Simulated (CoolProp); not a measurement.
Values from CoolProp's reference Helmholtz-energy equation of state, Span 1996.

### Question
For carbon dioxide, give the phase and the Z, cp (kJ/(kg K)), isothermal compressibility (1/MPa), expansivity (1/kK) at 164.35 °C and 3.1 MPa; 188.85 °C and 3.1 MPa.

### Answer
- 164.35 °C and 3.1 MPa: gas; Z 0.960, cp 1.03, isothermal compressibility 0.336, expansivity 2.67
- 188.85 °C and 3.1 MPa: gas; Z 0.969, cp 1.04, isothermal compressibility 0.333, expansivity 2.47
